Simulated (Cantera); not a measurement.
# Equilibrium for boron, boron nitride and boron oxide: B₂O₃ + O₂ + N₂

Input: 1 mol B₂O₃, 6.9 mol O₂, 31 mol N₂, held at 2048 K and 1.33 mbar.

Method: chemical equilibrium by Gibbs-energy minimisation in Cantera with the NASA 1993 tables (ideal gas, pure condensed phases). Candidate condensed phases: B, BN, B₂O₃; 17 gas species. Kinetics and transport are ignored.

* **x(N₂)**: 0.785
* **x(O₂)**: 0.162
* **x(BO₂)**: 0.0183
* **x(B₂O₃)**: 0.0161
* **x(O)**: 0.0106
* **x(NO)**: 0.00764
* **x(BO)**: 0.000352
* **gas amount**: 39.30 mol
* **log10 activity of B(s) (absent)**: -9.20
